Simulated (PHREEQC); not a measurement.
Consider water at 58 °C with 2.6 mmol/kgw H2SO4 and 5.7 mmol/kgw Fe(NO3)3. Closed to the air; pH follows from the charge balance.

All values are PHREEQC results (ion-association model, wateq4f.dat), not measurements.

Each row changes one thing in this solution. Precipitation was switched off in this run.

```tsv
case	pH	ionic strength (mol/kgw)	FeOH+2 (mol/kgw)	FeSO4+ (mol/kgw)	Fe+3 (mol/kgw)	SO4-2 (mol/kgw)	SI of Goethite (FeOOH)	SI of Hematite (Fe2O3)
as made	2.15	0.0254	0.00254	0.00160	0.000867	0.000471	+4.92	+11.99
diluted 10-fold with water	2.93	0.00268	0.000305	2.58e-5	1.25e-5	0.000193	+5.74	+13.62
temperature from 58 to 55 °C	2.16	0.0255	0.00244	0.00165	0.000946	0.000466	+4.89	+11.92
0.00084 mol/kgw HNO3 added	2.11	0.0263	0.00250	0.00160	0.000932	0.000449	+4.84	+11.82
temperature from 58 to 45 °C	2.18	0.0258	0.00207	0.00178	0.00125	0.000450	+4.78	+11.65
```

Some of these states are supersaturated (in Hematite (slow to form), Goethite (slow to form), for instance). At this temperature some constants are extrapolated from 25 °C, and those without enthalpy data are left unchanged.
